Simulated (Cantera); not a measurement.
An isothermal, constant-pressure homogeneous reactor starts with CH4 : H2 : N2 = 0.035 : 1 : 0.00015 (molar parts), at 1423 K and 0.0148 atm. Integrator tolerance rtol = 1e-08.

Computed with Cantera and GRI-Mech 3.0 (53 species, 325 reactions). GRI-Mech 3.0 stops at C3 and has no aromatics, soot or wall deposition, so with more carbon than oxygen in the feed, carbon stays in small species such as C2H2 where larger ones or solid carbon would form. Radical loss at walls, strong at low pressure, is not modelled.

Question: What does this change do: temperature 1423 to 2100 K?

Answer: 
```json
[
 {"quantity": "x(CH4) at 30.0 s", "before": "0.0306 (gas-phase equilibrium 0.00356)", "after": "1.54e-5 (gas-phase equilibrium 1.54e-5)"},
 {"quantity": "x(H2) at 30.0 s", "before": "0.968 (gas-phase equilibrium 0.982)", "after": "0.959 (gas-phase equilibrium 0.959)"},
 {"quantity": "x(C2H4) at 30.0 s", "before": "3.01e-5 (gas-phase equilibrium 0.000134)", "after": "9.13e-7 (gas-phase equilibrium 9.05e-7)"},
 {"quantity": "x(C2H) at 30.0 s", "before": "7.58e-11 (gas-phase equilibrium 9.02e-10)", "after": "1.09e-5 (gas-phase equilibrium 1.08e-5)"},
 {"quantity": "x(C2H2) at 30.0 s", "before": "0.00150 (gas-phase equilibrium 0.0144)", "after": "0.0161 (gas-phase equilibrium 0.0160)"}
]
```

Question: What does this change do: temperature 1423 to 2850 K?

Answer: 
```
quantity                                              before                                    after
-----------------  -----------------------------------------  ---------------------------------------
x(CH4) at 30.0 s      0.0306 (gas-phase equilibrium 0.00356)  2.09e-7 (gas-phase equilibrium 2.10e-7)
x(H2) at 30.0 s          0.968 (gas-phase equilibrium 0.982)      0.451 (gas-phase equilibrium 0.451)
x(C2H4) at 30.0 s   3.01e-5 (gas-phase equilibrium 0.000134)  1.64e-8 (gas-phase equilibrium 1.64e-8)
x(C2H) at 30.0 s   7.58e-11 (gas-phase equilibrium 9.02e-10)  0.00162 (gas-phase equilibrium 0.00162)
x(C2H2) at 30.0 s     0.00150 (gas-phase equilibrium 0.0144)  0.00992 (gas-phase equilibrium 0.00992)
```
